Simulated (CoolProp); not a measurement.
Values from CoolProp's reference Helmholtz-energy equation of state, Lemmon 2006. It is a short technical equation, of lower accuracy than the large ones.

Task: For acetone, give the phase and the cp (kJ/(kg K)) at 550 K and 0.224 MPa; 550 K and 9.06 MPa.

Result: 
- 550 K and 0.224 MPa: gas; cp 2.01
- 550 K and 9.06 MPa: supercritical; cp 4.32
